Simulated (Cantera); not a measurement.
Feed: 1 mol SO2, 0.057 mol H2, 1.3 mol O2, at 5.30 bar.

These are equilibrium values from Cantera (NASA tables, ideal gas, pure condensed phases), not measurements of a reactor. Candidate condensed phases: H2O, H2SO4, S; 19 gas species. The numbers say what is thermodynamically allowed, not how fast it happens. All values below are at 2450 K.

Base state: O2 0.541, SO2 0.426, H2O 0.0219, OH 0.00482, O 0.00360, SO3 0.00146, SO 0.00104, H 6.76e-5 (mole fractions); condensed: gas only.

Problem. What changes in the equilibrium state with this change: SO2 replaced by CO2?

Solution. 
```tsv
species	before	after
O2	0.541	0.543
CO2	0	0.420
H2O	0.0219	0.0218
SO2	0.426	0
CO	0	0.00696
SO3	0.00146	0
SO	0.00104	0
H2	6.00e-5	5.97e-5
```
Further candidate phases: C, C6H6, C7H8, C8H18.
